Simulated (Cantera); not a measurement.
Cantera run, input and output.

```python
import numpy as np
import cantera as ct

gas = ct.Solution("h2o2.yaml")
gas.TPX = 473, 500000, {'H2': 1, 'O2': 0.617, 'N2': 2.32}
flame = ct.FreeFlame(gas, width=0.013)
flame.set_refine_criteria(ratio=3, slope=0.08, curve=0.16)
flame.transport_model = "mixture-averaged"
flame.solve(loglevel=0, auto=True)
z, T = flame.grid, flame.T
thick = (T[-1] - T[0]) / np.gradient(T, z).max()
show = ['H2', 'O2', 'OH', 'H2O2', 'HO2', 'O']
print(f"laminar burning velocity  {flame.velocity[0] * 100:.3f} cm/s")
print(f"burnt temperature         {T[-1]:.1f} K")
print(f"thermal thickness         {thick * 1e3:.4f} mm")
print(f"grid points               {len(z)}")
z0 = z[flame.heat_release_rate.argmax()]
print(f"{'z/mm':>9s}{'T/K':>9s}{'u/(m/s)':>9s}" + "".join(f"{s:>11s}" for s in show))
rows = []
for k in (-3, -2, -1.5, -1, -0.5, -0.25, 0, 0.25, 0.5, 1, 2, 4, 8):
    zz = z0 + k * thick
    rows.append([k * thick, np.interp(zz, z, T), np.interp(zz, z, flame.velocity),
                 *(np.interp(zz, z, flame.X[gas.species_index(s)]) for s in show)])
    print(f"{rows[-1][0] * 1e3:9.3f}{rows[-1][1]:9.1f}{rows[-1][2]:9.3f}" + "".join(f"{x:11.3e}" for x in rows[-1][3:]))
```

It prints:

```
laminar burning velocity  292.607 cm/s
burnt temperature         2295.9 K
thermal thickness         0.0551 mm
grid points               111
     z/mm      T/K  u/(m/s)         H2         O2         OH       H2O2        HO2          O
   -0.165    473.0    2.926  2.539e-01  1.567e-01  6.105e-13  1.799e-10  1.506e-09  4.478e-11
   -0.110    473.1    2.924  2.534e-01  1.569e-01  1.656e-11  5.406e-09  4.302e-08  1.196e-09
   -0.083    473.6    2.922  2.517e-01  1.572e-01  1.703e-10  6.281e-08  4.888e-07  1.105e-08
   -0.055    477.7    2.925  2.455e-01  1.585e-01  4.841e-09  9.138e-07  7.015e-06  1.173e-07
   -0.028    572.3    3.371  2.092e-01  1.625e-01  3.219e-05  5.422e-05  5.071e-04  8.982e-06
   -0.014    901.9    5.126  1.581e-01  1.511e-01  8.574e-04  1.227e-04  8.540e-04  2.917e-04
    0.000   1337.9    7.452  9.582e-02  1.160e-01  2.956e-03  3.585e-05  4.196e-04  2.444e-03
    0.014   1643.5    9.095  4.900e-02  7.726e-02  7.377e-03  6.057e-06  2.147e-04  5.469e-03
    0.028   1819.3   10.035  2.765e-02  5.633e-02  1.123e-02  3.543e-06  1.231e-04  6.699e-03
    0.055   1993.8   10.936  1.638e-02  4.469e-02  1.359e-02  2.117e-06  6.380e-05  5.788e-03
    0.110   2134.8   11.631  1.036e-02  4.039e-02  1.250e-02  1.336e-06  3.159e-05  3.461e-03
    0.220   2227.5   12.071  5.519e-03  3.833e-02  9.730e-03  8.859e-07  1.491e-05  1.701e-03
    0.441   2275.1   12.292  2.624e-03  3.763e-02  7.038e-03  6.346e-07  7.954e-06  7.987e-04
```

Computed with Cantera and the H2/O2 subset of GRI-Mech 3.0, which has no nitrogen chemistry. The hydrogen kinetics of GRI-Mech 3.0 are dated; newer H2 mechanisms differ, most at raised pressure. Burning velocities carry a grid error of a few per cent, more on coarse grids.
